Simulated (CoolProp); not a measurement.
Vapour-liquid equilibrium of methane (1) + ethylene (2) at 146.1 K; x and y are mole fractions of (1).

Values from CoolProp's multi-fluid Helmholtz-energy mixture model, Setzmann 1991 and Smukala 2000; pair parameters Bell 2016.

Problem. Give the bubble pressure and the first vapour's composition at x = 0.125, 0.725, 0.95. Is there an azeotrope?

Solution. x = 0.125: 165.7 kPa, y = 0.887; x = 0.725: 649.6 kPa, y = 0.984; x = 0.95: 820.6 kPa, y = 0.997. No azeotrope shows between x = 0.05 and 0.95.

Pair parameters are fitted to limited data, so mixtures are less certain than the pure fluids. The gap from Raoult's law changes sign with composition, which may be real or a fault of the pair parameters; it wasn't checked against measurements.
